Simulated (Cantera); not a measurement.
Input (Python, Cantera):

```python
import numpy as np
import cantera as ct

gas = ct.Solution("gri30.yaml")
gas.TPX = 1173, 101325, {'C2H6': 1, 'N2': 1.4}
inlet = ct.Reservoir(gas, clone=True)

reactor = ct.IdealGasConstPressureReactor(gas, energy="off", clone=False)
exhaust = ct.Reservoir(gas, clone=True)
tau = [3.8, 1.8, 0.82, 0.38, 0.18, 0.084, 0.039, 0.018, 0.0085, 0.004, 0.0019][0]
for a, b in ((inlet, reactor), (reactor, exhaust)):
    ct.MassFlowController(a, b, mdot=lambda t: reactor.mass / tau)
net = ct.ReactorNet([reactor])
show = ['C2H6', 'C2H4', 'H2', 'CH3', 'CH2', 'HCN']

rows = []
print(f"{'tau/s':>10s}{'T/K':>9s}" + "".join(f"{s:>11s}" for s in show))
for tau in [3.8, 1.8, 0.82, 0.38, 0.18, 0.084, 0.039, 0.018, 0.0085, 0.004, 0.0019]:
    net.initial_time = 0.0
    net.advance(30 * tau)
    before = gas.X
    net.advance(40 * tau)
    drift = np.max(np.abs(gas.X - before) / (gas.X + 1e-9))
    rows.append([gas.T, *gas[show].X, drift])
    print(f"{tau:10.3e}{gas.T:9.1f}" + "".join(f"{x:11.3e}" for x in gas[show].X))
```

It prints:

```
     tau/s      T/K       C2H6       C2H4         H2        CH3        CH2        HCN
 3.800e+00   1173.0  1.354e-02  1.907e-01  2.123e-01  5.972e-06  7.271e-12  1.160e-12
 1.800e+00   1173.0  1.801e-02  2.008e-01  2.250e-01  6.000e-06  8.745e-12  8.144e-13
 8.200e-01   1173.0  2.529e-02  2.097e-01  2.331e-01  6.088e-06  1.068e-11  5.530e-13
 3.800e-01   1173.0  3.704e-02  2.152e-01  2.340e-01  6.359e-06  1.327e-11  3.769e-13
 1.800e-01   1173.0  5.642e-02  2.147e-01  2.266e-01  6.943e-06  1.689e-11  2.613e-13
 8.400e-02   1173.0  9.013e-02  2.032e-01  2.079e-01  8.022e-06  2.221e-11  1.833e-13
 3.900e-02   1173.0  1.450e-01  1.746e-01  1.746e-01  9.696e-06  2.948e-11  1.337e-13
 1.800e-02   1173.0  2.201e-01  1.289e-01  1.273e-01  1.178e-05  3.790e-11  1.044e-13
 8.500e-03   1173.0  2.944e-01  8.109e-02  7.964e-02  1.360e-05  4.477e-11  8.848e-14
 4.000e-03   1173.0  3.507e-01  4.403e-02  4.309e-02  1.464e-05  4.787e-11  7.779e-14
 1.900e-03   1173.0  3.843e-01  2.165e-02  2.113e-02  1.461e-05  4.580e-11  6.679e-14
```

Detailed kinetics in Cantera: GRI-Mech 3.0 (53 species, 325 reactions). GRI-Mech 3.0 stops at C3 and has no aromatics, soot or wall deposition, so with more carbon than oxygen in the feed, carbon stays in small species such as C2H2 where larger ones or solid carbon would form.
